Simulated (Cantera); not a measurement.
## Premixed flame

A freely propagating, adiabatic, planar premixed flame of 15.4 % CH3OH, 17.7 % O2, 66.9 % N2, equivalence ratio 1.3, unburnt at 398 K and 0.450 bar; mixture-averaged transport, grid criteria slope 0.08 and curve 0.16, no radiation.

Detailed kinetics in Cantera: GRI-Mech 3.0 (53 species, 325 reactions). GRI-Mech 3.0 was tuned for natural gas; its chemistry of methanol as a main component is partial and can be far from experiment. Burning velocities carry a grid error of a few per cent, more on coarse grids.

| z (mm) | T (K) | u (m/s) | x CH3OH | x O2 | x C2H6 | x H2O2 | x C2H | x N2O |
|---|---|---|---|---|---|---|---|---|
| -1.55 | 398 | 0.891 | 0.154 | 0.177 | <1e-8 | 3.26e-7 | <1e-8 | <1e-8 |
| -1.03 | 401 | 0.903 | 0.153 | 0.176 | <1e-8 | 6.18e-6 | <1e-8 | <1e-8 |
| -0.774 | 411 | 0.933 | 0.151 | 0.174 | <1e-8 | 2.89e-5 | <1e-8 | <1e-8 |
| -0.516 | 483 | 1.11 | 0.146 | 0.166 | 2.56e-8 | 0.000194 | <1e-8 | <1e-8 |
| -0.258 | 873 | 2.11 | 0.109 | 0.132 | 3.32e-7 | 0.00116 | <1e-8 | <1e-8 |
| -0.129 | 1262 | 3.16 | 0.0609 | 0.0952 | 8.63e-7 | 0.00170 | <1e-8 | 1.21e-8 |
| 0 | 1648 | 4.29 | 0.0108 | 0.0570 | 1.16e-6 | 0.000248 | <1e-8 | 2.24e-8 |
| 0.129 | 1788 | 4.69 | 0.000243 | 0.0334 | 1.49e-7 | 1.28e-6 | <1e-8 | 2.26e-8 |
| 0.258 | 1823 | 4.77 | 1.19e-6 | 0.0193 | <1e-8 | 2.17e-7 | <1e-8 | 2.04e-8 |
| 0.516 | 1860 | 4.84 | <1e-8 | 0.00916 | <1e-8 | 2.00e-7 | <1e-8 | 1.77e-8 |
| 1.03 | 1901 | 4.91 | <1e-8 | 0.00577 | <1e-8 | 1.60e-7 | <1e-8 | 1.52e-8 |
| 2.06 | 1948 | 5.01 | <1e-8 | 0.00440 | <1e-8 | 1.20e-7 | <1e-8 | 1.39e-8 |
| 4.13 | 2004 | 5.14 | <1e-8 | 0.00308 | <1e-8 | 8.29e-8 | <1e-8 | 1.26e-8 |
x: mole fraction of selected species; z is measured from the peak of heat release.

The laminar burning velocity is 88.9 cm/s and the thermal thickness is 0.516 mm. The peak x(C2H6) is 1.25e-6 and the peak x(H2O2) is 0.00172. The peak x(C2H) is <1e-8. The grid points comes out as 135.
